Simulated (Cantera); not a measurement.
A closed system holds: 1 mol Fe2O3, 0.79 mol CO, 1.3 mol H2, equilibrated at 2498 K and 0.158 Torr.

Cantera equilibrium calculation (NASA polynomials, part measured and part estimated; ideal gas, pure solids and liquids). Candidate condensed phases: C, C6H6, C7H8, C8H18, Fe, Fe(CO)5, FeO, Fe(OH)2, Fe(OH)3, Fe2O3, Fe3O4, H2O; 114 gas species. Rates play no part.

Base state: Fe 0.267, H 0.256, O 0.237, CO 0.0992, O2 0.0571, OH 0.0311, H2 0.0222, H2O 0.0130 (mole fractions); condensed: gas only.

**Question.** What changes in the equilibrium state with this change: H2 from 1.3 to 0.17 mol?

**Answer.** 
```tsv
species	before	after
Fe	0.267	0.359
O	0.237	0.316
CO	0.0992	0.131
H	0.256	0.0518
H2	0.0222	0.000907
H2O	0.0130	0.000712
OH	0.0311	0.00841
FeO	0.00809	0.0145
O2	0.0571	0.102
CO2	0.00942	0.0166
```
